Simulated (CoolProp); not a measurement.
Values from CoolProp's reference Helmholtz-energy equation of state, Jacobsen 1992.

**Question.** For R11, give the phase and the Z, cp (kJ/(kg K)), Joule-Thomson coefficient (K/MPa), fugacity coefficient at 357.6 K and 2.2 MPa; 357.6 K and 4.41 MPa; 357.6 K and 9.92 MPa.

**Answer.** 
- 357.6 K and 2.2 MPa: liquid; Z 0.0764, cp 0.950, Joule-Thomson coefficient -0.187, fugacity coefficient 0.250
- 357.6 K and 4.41 MPa: liquid; Z 0.152, cp 0.940, Joule-Thomson coefficient -0.219, fugacity coefficient 0.134
- 357.6 K and 9.92 MPa: liquid; Z 0.336, cp 0.920, Joule-Thomson coefficient -0.281, fugacity coefficient 0.0722
